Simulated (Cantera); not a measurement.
An isothermal, constant-pressure homogeneous reactor starts with 11.6 % C₂H₆, 88.4 % N₂, at 1750 K and 0.464 atm.

Detailed kinetics in Cantera: GRI-Mech 3.0 (53 species, 325 reactions). GRI-Mech 3.0 stops at C3 and has no aromatics, soot or wall deposition, so with more carbon than oxygen in the feed, carbon stays in small species such as C2H2 where larger ones or solid carbon would form.

Question: Predict: x(C₂H₆) at 10.0 s; x(H) at 10.0 s; x(C₂H₂) at 10.0 s; x(HCN) at 10.0 s; x(CH₄) at 10.0 s; x(C₂H) at 10.0 s; x(CH₂) at 10.0 s.

Answer: 
```json
{
 "x(C₂H₆) at 10.0 s": "4.07e-8 (gas-phase equilibrium 1.89e-8)",
 "x(H) at 10.0 s": "0.000148 (gas-phase equilibrium 0.000148)",
 "x(C₂H₂) at 10.0 s": "0.0937 (gas-phase equilibrium 0.0433)",
 "x(HCN) at 10.0 s": "1.28e-5 (gas-phase equilibrium 0.101)",
 "x(CH₄) at 10.0 s": "0.000984 (gas-phase equilibrium 0.000672)",
 "x(C₂H) at 10.0 s": "5.20e-7 (gas-phase equilibrium 2.40e-7)",
 "x(CH₂) at 10.0 s": "1.34e-8 (gas-phase equilibrium 9.12e-9)"
}
```
